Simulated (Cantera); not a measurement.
A closed system holds: 1 mol SiCl4, 2.1 mol HCl, 18 mol H2, held at 2.90 bar.

Method: chemical equilibrium by Gibbs-energy minimisation in Cantera with the NASA 1993 tables (ideal gas, pure condensed phases). Candidate condensed phases: Si; 19 gas species. The tables' values for SiCl3 are old estimates; treat these amounts as uncertain. Kinetics and transport are ignored.

log p: log10 of the partial pressure in bar; nothing condenses.

```json
[
 {"T (K)": "700", "log p H2": "0.39", "log p HCl": "-0.54", "log p SiCl4": "-0.86", "log p SiCl2": "<-11", "log p SiHCl3": "-3.62", "log p SiCl3": "-7.98", "log p SiH2Cl2": "-7.56"},
 {"T (K)": "800", "log p H2": "0.39", "log p HCl": "-0.54", "log p SiCl4": "-0.87", "log p SiCl2": "[?]", "log p SiHCl3": "[?]", "log p SiCl3": "-6.33", "log p SiH2Cl2": "[?]"},
 {"T (K)": "900", "log p H2": "0.39", "log p HCl": "-0.53", "log p SiCl4": "-0.87", "log p SiCl2": "[?]", "log p SiHCl3": "[?]", "log p SiCl3": "-5.07", "log p SiH2Cl2": "[?]"},
 {"T (K)": "1000", "log p H2": "0.39", "log p HCl": "-0.53", "log p SiCl4": "-0.89", "log p SiCl2": "-5.88", "log p SiHCl3": "-2.12", "log p SiCl3": "-4.07", "log p SiH2Cl2": "-4.32"},
 {"T (K)": "1100", "log p H2": "0.39", "log p HCl": "-0.52", "log p SiCl4": "-0.91", "log p SiCl2": "-4.51", "log p SiHCl3": "-1.84", "log p SiCl3": "-3.28", "log p SiH2Cl2": "-3.68"},
 {"T (K)": "1200", "log p H2": "0.39", "log p HCl": "-0.50", "log p SiCl4": "-0.96", "log p SiCl2": "-3.42", "log p SiHCl3": "-1.63", "log p SiCl3": "-2.66", "log p SiH2Cl2": "-3.19"},
 {"T (K)": "1300", "log p H2": "0.39", "log p HCl": "-0.48", "log p SiCl4": "-1.02", "log p SiCl2": "-2.55", "log p SiHCl3": "-1.50", "log p SiCl3": "-2.17", "log p SiH2Cl2": "-2.84"},
 {"T (K)": "1400", "log p H2": "0.38", "log p HCl": "-0.44", "log p SiCl4": "-1.14", "log p SiCl2": "-1.90", "log p SiHCl3": "-1.47", "log p SiCl3": "-1.83", "log p SiH2Cl2": "-2.62"},
 {"T (K)": "1500", "log p H2": "0.37", "log p HCl": "-0.39", "log p SiCl4": "-1.32", "log p SiCl2": "-1.47", "log p SiHCl3": "-1.55", "log p SiCl3": "-1.65", "log p SiH2Cl2": "-2.57"},
 {"T (K)": "1600", "log p H2": "0.36", "log p HCl": "-0.34", "log p SiCl4": "-1.59", "log p SiCl2": "-1.21", "log p SiHCl3": "-1.73", "log p SiCl3": "-1.60", "log p SiH2Cl2": "-2.64"},
 {"T (K)": "1700", "log p H2": "0.36", "log p HCl": "-0.31", "log p SiCl4": "-1.94", "log p SiCl2": "-1.06", "log p SiHCl3": "-1.98", "log p SiCl3": "-1.65", "log p SiH2Cl2": "-2.78"}
]
```

What belongs in the gaps?


- 800, log p SiCl2: -9.76
- 800, log p SiHCl3: -2.98
- 800, log p SiH2Cl2: -6.18
- 900, log p SiCl2: -7.59
- 900, log p SiHCl3: -2.49
- 900, log p SiH2Cl2: -5.13
